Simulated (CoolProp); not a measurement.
The fluid at 293.15 K and 12.6 MPa (stagnation) flows isentropically through a choked orifice. The same conditions are run with several fluids, on thermodynamics alone (safety and materials aside).

Model: reference Helmholtz-energy equation of state of each fluid (CF4 (R14): Platzer 1990; methane: Setzmann 1991; fluorine: de Reuck 1990; ethylene: Smukala 2000; normal hydrogen: Leachman 2009), in CoolProp. The equations of Platzer and Polt are older, rougher fits.

| fluid | throat to inlet pressure ratio | mass flux (kg/(m² s)) | throat temperature (K) |
|---|---|---|---|
| CF4 (R14) | 0.533 | 66900 | 264.1 |
| methane | 0.524 | 25200 | 247.4 |
| fluorine | 0.519 | 35400 | 243.6 |
| ethylene | 0.338 | 71900 | 274.8 |
| normal hydrogen | 0.512 | 7760 | 241.1 |
